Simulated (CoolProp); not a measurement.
C2F6 (R116) along the isotherm 91.85 °C: density (kg/m³) from the reference equation and from simpler models built on Tc = 19.9 °C, pc = 3048 kPa, ω = 0.257; each cubic takes its own stable root.

Values from CoolProp's reference Helmholtz-energy equation of state, Lemmon 2006. It is a short technical equation, of lower accuracy than the large ones.

| p (kPa) | phase | reference |
|---|---|---|
| 152 | gas | 6.966 |
| 305 | gas | 14.09 |
| 457 | gas | 21.27 |
| 610 | gas | 28.63 |
| 762 | gas | 36.05 |
| 914 | gas | 43.59 |
| 1070 | gas | 51.47 |
| 1220 | gas | 59.17 |
| 1370 | gas | 67.00 |
| 1520 | gas | 74.97 |

How far does each simpler model (ideal gas, van der Waals, Peng-Robinson) lie from the reference over these 10 states: mean and median of the absolute difference, and the worst?


- ideal gas: mean 4.3 %, median 4.3 %, worst -7.8 % at 91.85 °C and 1520 kPa
- van der Waals: mean 0.7 %, median 0.6 %, worst +1.4 % at 91.85 °C and 1520 kPa
- Peng-Robinson: mean 0.8 %, median 0.8 %, worst +1.4 % at 91.85 °C and 1520 kPa
